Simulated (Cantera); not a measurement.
Feed: 1 mol SiH4, 0.17 mol NH3, held at 550 °C and 1.33 mbar.

Equilibrium computed with Cantera from the NASA thermochemical tables; the gas is ideal and each condensed phase is pure. Candidate condensed phases: Si, Si3N4; 18 gas species. The numbers say what is thermodynamically allowed, not how fast it happens.

Base state: H2 1.00 (mole fractions); condensed: Si(s) + Si3N4(s).

### Question
What changes in the equilibrium state with this change: NH3 from 0.17 to 5.9 mol?

### Answer
```tsv
species	before	after
H2	1.00	0.826
N2	<1e-9	0.174
Si(s), mol	0.873	0
Si3N4(s), mol	0.0425	0.333
```
